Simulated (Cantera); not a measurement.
An isothermal plug-flow reactor at 773 K and 4.90 bar (inlet), inlet velocity 0.6 m/s, active area per volume 3100 1/m; feed CO : O₂ : N₂ = 0.0072 : 0.087 : 0.79 (molar parts), equivalence ratio 0.041.

Detailed kinetics in Cantera: Deutschmann's 1995 Pt surface mechanism with GRI-Mech 3.0 gas chemistry. Catalytic surfaces can have several steady states; this one follows from the mechanism file's or the stated starting coverage. Mass transfer to the wall is taken as infinitely fast.

x: gas mole fraction; θ: surface coverage.

| z (m) | x CO | x O₂ | x H₂O | x CO₂ | θ free Pt | θ O* | θ CO* |
|---|---|---|---|---|---|---|---|
| 5.6e-05 | ___ | 0.0969 | <1e-12 | 0.00329 | 0.0335 | 0.960 | 0.00628 |
| 0.00012 | ___ | 0.0967 | <1e-12 | 0.00372 | 0.0269 | 0.969 | 0.00366 |
| 0.00026 | ___ | 0.0965 | <1e-12 | 0.00428 | 0.0223 | 0.975 | 0.00219 |
| 0.00056 | ___ | 0.0961 | <1e-12 | 0.00499 | 0.0189 | 0.980 | 0.00128 |
| 0.0012 | ___ | 0.0958 | <1e-12 | 0.00586 | 0.0164 | 0.983 | 0.000698 |
| 0.0026 | ___ | 0.0953 | <1e-12 | 0.00683 | 0.0145 | 0.985 | 0.000320 |
| 0.0056 | ___ | 0.0949 | <1e-12 | 0.00765 | 0.0134 | 0.987 | 0.000106 |

Task: Fill in the missing entries.

Result: 
- 5.6e-05, x CO: 0.00486
- 0.00012, x CO: 0.00444
- 0.00026, x CO: 0.00388
- 0.00056, x CO: 0.00317
- 0.0012, x CO: 0.00230
- 0.0026, x CO: 0.00135
- 0.0056, x CO: 0.000525
